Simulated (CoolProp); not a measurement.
Saturated liquid density (kg/m³) of R115: the reference equation beside estimates from Tc = 80.0 °C, pc = 31.29 bar, ω = 0.248. Rackett uses Z = 0.29056 − 0.08775 ω.

Computed with CoolProp (reference Helmholtz-energy equation of state, Lemmon 2016).

```tsv
T (°C)	reference	Rackett	van der Waals	Redlich-Kwong	Soave-Redlich-Kwong	Peng-Robinson
-91.25	1719	1783	1070	1587	1621	1825
-82.35	1690	1755	1054	1561	1598	1800
-73.45	1661	1725	1038	1534	1574	1774
-64.45	1632	1695	1021	1504	1548	1746
-55.55	1602	1664	1003	1474	1520	1717
-46.65	1572	1632	985.2	1443	1491	1685
-37.75	1541	1600	966.2	1409	1460	1651
-28.85	1510	1566	946.3	1374	1427	1616
-19.95	1477	1531	925.5	1337	1392	1577
-11.05	1443	1495	903.6	1298	1354	1535
-2.05	1407	1456	880.2	1256	1313	1490
```

Absolute difference from the reference over all 11 rows, mean and median: Rackett 3.7 and 3.8 %, van der Waals 37.4 and 37.4 %, Redlich-Kwong 8.6 and 8.2 %, Soave-Redlich-Kwong 5.6 and 5.4 %, Peng-Robinson 6.7 and 6.8 %.
